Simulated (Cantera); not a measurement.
An adiabatic, constant-volume homogeneous reactor starts with CH4 : O2 : N2 : CO2 = 1 : 0.833 : 3.13 : 0.92 (molar parts), at 1450 K and 2850 Torr.

Computed with Cantera and GRI-Mech 3.0 (53 species, 325 reactions).

One state of this run: T (K) = 2300; P (bar) = 7.23; x CH4 = 1.28e-9; x O2 = 1.30e-6; x CO2 = 0.0564; x HCN = 2.04e-6; x N2O = 7.25e-9. x: mole fraction; the columns are a selection and need not sum to one.

Question: Which value of t (s) does it belong to?
A) 2.98
B) 0.154
C) 0.00298
D) 5.76e-5

Answer: C, 0.00298
